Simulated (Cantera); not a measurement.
A freely propagating, adiabatic, planar premixed flame of H₂ : O₂ : N₂ : H₂O = 1 : 0.926 : 3.48 : 0.25 (molar parts), unburnt at 500 K and 1.01 bar; mixture-averaged transport, grid criteria slope 0.08 and curve 0.16, no radiation.

Computed with Cantera and the H2/O2 subset of GRI-Mech 3.0, which has no nitrogen chemistry. Burning velocities carry a grid error of a few per cent, more on coarse grids. Lean hydrogen flames are cellular in practice and burn faster than this planar one.

How do the results move with these cheaper or finer settings: unity-Lewis-number transport; multicomponent transport; multicomponent+Soret transport; grid criteria slope 0.5, curve 1; grid criteria slope 0.25, curve 0.5; grid criteria slope 0.03, curve 0.06?


| setting | laminar burning velocity | thermal thickness | peak x(HO₂) | peak x(OH) | grid points |
|---|---|---|---|---|---|
| as above | 164 cm/s | 0.393 mm | 0.000364 | 0.00681 | 107 |
| unity-Lewis-number transport | 188 cm/s | 0.285 mm | 0.000287 | 0.00844 | 102 |
| multicomponent transport | 165 cm/s | 0.389 mm | 0.000366 | 0.00684 | 108 |
| multicomponent+Soret transport | 149 cm/s | 0.395 mm | 0.000353 | 0.00654 | 107 |
| grid criteria slope 0.5, curve 1 | 201 cm/s | 0.443 mm | 0.000360 | 0.00704 | 38 |
| grid criteria slope 0.25, curve 0.5 | 175 cm/s | 0.417 mm | 0.000356 | 0.00661 | 45 |
| grid criteria slope 0.03, curve 0.06 | 164 cm/s | 0.388 mm | 0.000368 | 0.00694 | 245 |
Unity Lewis numbers drop preferential diffusion, which matters most where H2 and H carry the flame; Soret adds thermal diffusion.
